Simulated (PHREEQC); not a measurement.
Dissolve 0.0012 mol/kgw HF, 0.042 mol/kgw H2SiF6 and 0.0013 mol/kgw H3PO4 at 25 °C. Closed to the air; pH follows from the charge balance.

All values are PHREEQC results (ion-association model, phreeqc.dat), not measurements.

| quantity | before | after |
|---|---|---|
| pH | 1.18 | 2.11 |
| F- (mol/kgw) | 0.000114 | 0.000353 |
| HF2- (mol/kgw) | 3.62e-6 | 4.91e-6 |

Q: Name the change that produced these shifts.
A. HF left out
B. temperature from 25 to 40 °C
C. H2SiF6 from 0.042 to 0.0042 mol/kgw
D. H3PO4 left out
E. diluted 5-fold with water

A: C, H2SiF6 from 0.042 to 0.0042 mol/kgw

This is a speciation only: nothing precipitates in the calculation. Some of these states are supersaturated (in Quartz (slow to form), Chalcedony (slow to form), for instance). SiF6-2 is the database's only silicon fluoride.
